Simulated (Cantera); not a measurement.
A perfectly stirred reactor is fed with 11.1 % CH4, 88.9 % N2, at 13300 Pa; it is held at 1325 K, and followed from long to short residence time.

Model: GRI-Mech 3.0 (53 species, 325 reactions), integrated in Cantera. GRI-Mech 3.0 stops at C3 and has no aromatics, soot or wall deposition, so with more carbon than oxygen in the feed, carbon stays in small species such as C2H2 where larger ones or solid carbon would form.

Problem. Predict: x(CH4) at τ = 13.0 s; x(C2H4) at τ = 13.0 s; x(H) at τ = 13.0 s; x(H2) at τ = 13.0 s; x(C2H6) at τ = 13.0 s; x(CH4) at τ = 64.0 ms; x(C2H4) at τ = 64.0 ms; x(H2) at τ = 64.0 ms; x(C2H6) at τ = 64.0 ms.

Solution. 
| Item | Value |
|---|---|
| x(CH4) at τ = 13.0 s | 0.105 |
| x(C2H4) at τ = 13.0 s | 0.000390 |
| x(H) at τ = 13.0 s | 7.16e-8 |
| x(H2) at τ = 13.0 s | 0.00730 |
| x(C2H6) at τ = 13.0 s | 6.55e-5 |
| x(CH4) at τ = 64.0 ms | 0.111 |
| x(C2H4) at τ = 64.0 ms | 7.88e-7 |
| x(H2) at τ = 64.0 ms | 7.49e-6 |
| x(C2H6) at τ = 64.0 ms | 2.76e-6 |
